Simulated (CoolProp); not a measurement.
A single-stage vapour-compression cycle with the fluid: evaporating at 283.15 K (dew point), condensing at 352.15 K (bubble point), superheat 5 K, subcooling 2 K, compressor efficiency 0.75, no pressure losses. The same conditions are run with several fluids, on thermodynamics alone (safety and materials aside).

Computed with CoolProp (reference Helmholtz-energy equation of state of each fluid (ammonia: Gao 2020; isobutene: Lemmon 2005; R142b: Lemmon 2006; cis-2-butene: Lemmon 2005; R236EA: Rui 2013; n-hexane: Thol 2019)).

```json
[
 {"fluid": "ammonia", "cooling COP": "2.25", "pressure ratio": "6.59", "discharge temperature (K)": "476.6", "refrigerating effect (kJ/kg)": "___", "volumetric capacity (kJ/m³)": "4280"},
 {"fluid": "isobutene", "cooling COP": "2.12", "pressure ratio": "6.36", "discharge temperature (K)": "363.7", "refrigerating effect (kJ/kg)": "___", "volumetric capacity (kJ/m³)": "1010"},
 {"fluid": "R142b", "cooling COP": "2.14", "pressure ratio": "___", "discharge temperature (K)": "370.5", "refrigerating effect (kJ/kg)": "124", "volumetric capacity (kJ/m³)": "1150"},
 {"fluid": "cis-2-butene", "cooling COP": "___", "pressure ratio": "7.11", "discharge temperature (K)": "___", "refrigerating effect (kJ/kg)": "258", "volumetric capacity (kJ/m³)": "809"},
 {"fluid": "R236EA", "cooling COP": "1.91", "pressure ratio": "8.28", "discharge temperature (K)": "352.2", "refrigerating effect (kJ/kg)": "80.5", "volumetric capacity (kJ/m³)": "___"},
 {"fluid": "n-hexane", "cooling COP": "2.24", "pressure ratio": "13.7", "discharge temperature (K)": "352.2", "refrigerating effect (kJ/kg)": "226", "volumetric capacity (kJ/m³)": "82.8"}
]
```

Q: Fill in the missing entries.

A: 
- ammonia, refrigerating effect (kJ/kg): 903
- isobutene, refrigerating effect (kJ/kg): 215
- R142b, pressure ratio: 6.52
- cis-2-butene, cooling COP: 2.28
- cis-2-butene, discharge temperature (K): 372.9
- R236EA, volumetric capacity (kJ/m³): 632

The compression ends wet for: R236EA; n-hexane.
